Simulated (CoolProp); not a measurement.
Vapour-liquid equilibrium of ethylene (1) + n-butane (2) at -58.85 °C; x and y are mole fractions of (1).

Computed with CoolProp (multi-fluid Helmholtz-energy mixture model, Smukala 2000 and Bücker 2006; pair parameters Bell 2016).

Task: Give the bubble pressure and the first vapour's composition at x = 0.25, 0.55, 0.75. Is there an azeotrope?

Result: x = 0.25: 0.1954 MPa, y = 0.975; x = 0.55: 0.3885 MPa, y = 0.991; x = 0.75: 0.5551 MPa, y = 0.996. No azeotrope shows between x = 0.05 and 0.95.

Pair parameters are fitted to limited data, so mixtures are less certain than the pure fluids. The gap from Raoult's law changes sign with composition, which may be real or a fault of the pair parameters; it wasn't checked against measurements.
